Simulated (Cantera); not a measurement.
A closed system holds: 1 mol CuO, 4.4 mol C, 11 mol N₂, equilibrated at 2523 K and 5.00 mbar.

Equilibrium computed with Cantera from the NASA thermochemical tables; the gas is ideal and each condensed phase is pure. Candidate condensed phases: C, Cu, CuO, Cu₂O; 27 gas species. Equilibrium is a limit: real reactors are often held back by kinetics, nucleation or transport.

Base state: N₂ 0.844, CO 0.0768, Cu 0.0768, CN 0.00162, C₃ 0.000142, C₂N₂ 7.52e-5, C 4.55e-5, C₂ 1.31e-5 (mole fractions); condensed: C(graphite).

Q: What changes in the equilibrium state with this change: C from 4.4 to 0.44 mol?

A: 
| species | before | after |
|---|---|---|
| N₂ | 0.844 | 0.856 |
| Cu | 0.0768 | 0.0780 |
| CO | 0.0768 | 0.0299 |
| O | <1e-9 | 0.0197 |
| O₂ | <1e-9 | 0.00742 |
| NO | <1e-9 | 0.00469 |
| CO₂ | <1e-9 | 0.00438 |
| CN | 0.00162 | <1e-9 |
| C(graphite), mol | 3.37 | 0 |
